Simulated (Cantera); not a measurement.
Thermodynamics of roasting and sulfation, feed MgO + SO2 + O2

Input: 1 mol MgO, 4.1 mol SO2, 6.5 mol O2, held at 5780 Torr.

Method: chemical equilibrium by Gibbs-energy minimisation in Cantera with the NASA 1993 tables (ideal gas, pure condensed phases). Candidate condensed phases: Mg, MgO, MgS, MgSO4, S; 14 gas species. The numbers say what is thermodynamically allowed, not how fast it happens.

```
T (°C)  log p O2  log p SO3  log p SO2  log p O  n MgSO4(s)  n MgSO4(l)  n MgO(s)
------  --------  ---------  ---------  -------  ----------  ----------  --------
652         0.66       0.45      -0.55   -10.54        1.00           0         0
752         0.67       0.35      -0.12    -9.15        1.00           0         0
852         0.68       0.17       0.14    -7.99        1.00           0         0
952         0.69      -0.05       0.28    -7.03        1.00           0         0
1052        0.70      -0.29       0.34    -6.21        1.00           0         0
1152        0.70      -0.53       0.38    -5.51           0        1.00         0
1252        0.67      -0.70       0.45    -4.91           0           0      1.00
```
log p: log10 of the partial pressure in bar; n: condensed amount in mol.

From 652 °C to 1052 °C the condensed part is MgSO4(s). At 1152 °C the condensed part is MgSO4(l). At 1252 °C the condensed part is MgO(s).
